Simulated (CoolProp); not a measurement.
Acetone along the isobar 5.47 MPa: density (kg/m³) from the reference equation and from simpler models built on Tc = 508.1 K, pc = 4.692 MPa, ω = 0.307; each cubic takes its own stable root.

Computed with CoolProp (reference Helmholtz-energy equation of state, Lemmon 2006). It is a short technical equation, of lower accuracy than the large ones.

| T (K) | phase | reference | van der Waals | Redlich-Kwong | Soave-Redlich-Kwong |
|---|---|---|---|---|---|
| 356.4 | liquid | 724.2 | 381.7 | 546.0 | 569.2 |
| 375.8 | liquid | 700.3 | 370.8 | 525.8 | 549.6 |
| 395.1 | liquid | 675.1 | 359.2 | 504.2 | 528.0 |
| 414.5 | liquid | 647.9 | 346.5 | (withheld) | 503.7 |
| 433.8 | liquid | 618.1 | 332.6 | 454.1 | 476.3 |
| 453.2 | liquid | (withheld) | 316.7 | (withheld) | 444.4 |
| 472.6 | liquid | 544.7 | (withheld) | 389.4 | 406.0 |
| 491.9 | liquid | 493.9 | 274.8 | 345.9 | 356.5 |
| 511.3 | supercritical | 404.7 | 241.1 | 279.9 | 275.8 |
| 530.6 | supercritical | 155.0 | 164.6 | 153.2 | 139.9 |
| 550 | supercritical | (withheld) | 120.5 | 117.9 | 110.3 |

Q: Complete the blanks.

A: 
- 414.5, Redlich-Kwong: 480.3
- 453.2, reference: 584.4
- 453.2, Redlich-Kwong: 424.3
- 472.6, van der Waals: 298.0
- 550, reference: 118.4
